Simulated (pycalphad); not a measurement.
# Freezing of Si-Al-C alloys with rising C

All values are pycalphad results on the COST 507 light-alloy database (1999) (1 atm), not direct measurements. The database dates from 1999; later assessments differ in places, in temperatures and in the compounds included. Amounts are mole fractions of atoms.

Scheil-Gulliver runs (no diffusion in the solid, steps of 4 K) beside full equilibrium.

| alloy | liquidus (°C) | Scheil, half solid (°C) | Scheil, 80 % solid (°C) | Scheil, invariant end (°C) | liquid left at that end | equilibrium solidus (°C) |
|---|---|---|---|---|---|---|
| Si-85.7Al-1.35C (at.%) | 1711 | at the invariant end | at the invariant end | 577 | 0.95 | 577 |
| Si-85.7Al-1.8C (at.%) | 1749 | at the invariant end | at the invariant end | 577 | 0.95 | 577 |
| Si-85.7Al-2.7C (at.%) | 1805 | at the invariant end | at the invariant end | 577 | 0.93 | 577 |
